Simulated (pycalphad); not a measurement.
All values are pycalphad results on the COST 507 light-alloy database (1999) (1 atm), not direct measurements. The data set is of 1999 and partly superseded. Amounts are mole fractions of atoms.

### Question
Give the equilibrium state of Al-0.81C (at.%) at 750 K.

### Answer
```
T = 750.00 K, P = 101325 Pa, N = 1 mol of atoms
G = -27815 J/mol, H = 11655 J/mol, S = 52.63 J/(mol K)  (SER reference)
chemical potentials (J/mol): Al -27472, C -69740
phase             fraction      x(Al)       x(C)
FCC_A1              0.9811     1.0000   1.66e-13
AL4C3               0.0189     0.5714     0.4286
```

### Question
Give the equilibrium state of Al-0.81C (at.%) at 1150 K.

### Answer
LIQUID, fraction 0.981, with <0.01 C at.%; AL4C3, fraction 0.019, with 42.9 C at.%.

Database names, with the compositions (at.%) that they take in these runs: AL4C3: Al 57 C 43. FCC_A1 is fcc.
